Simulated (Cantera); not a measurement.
A freely propagating, adiabatic, planar premixed flame of H₂ : O₂ : N₂ = 1 : 0.685 : 2.58 (molar parts), equivalence ratio 0.73, unburnt at 450 K and 0.200 bar; mixture-averaged transport, grid criteria slope 0.08 and curve 0.16, no radiation.

Detailed kinetics in Cantera: the H2/O2 subset of GRI-Mech 3.0, which has no nitrogen chemistry. Burning velocities carry a grid error of a few per cent, more on coarse grids.

**Question.** What does this change do: H2 1 to 1.3 parts?

**Answer.** 
| quantity | before | after |
|---|---|---|
| laminar burning velocity | 300 cm/s | 375 cm/s |
| thermal thickness | 3.32 mm | 3.49 mm |
| peak x(H) | 0.0461 | 0.0704 |
| peak x(OH) | 0.0138 | 0.0170 |
| peak x(H₂O₂) | 1.42e-5 | 1.30e-5 |
| peak x(HO₂) | 0.000128 | 0.000127 |

**Question.** What does this change do: 0.14 parts H2O added?

**Answer.** 
```
quantity                    before     after
------------------------  --------  --------
laminar burning velocity  300 cm/s  285 cm/s
thermal thickness          3.32 mm   3.17 mm
peak x(H)                   0.0461    0.0408
peak x(OH)                  0.0138    0.0128
peak x(H₂O₂)               1.42e-5   1.65e-5
peak x(HO₂)               0.000128  0.000146
```
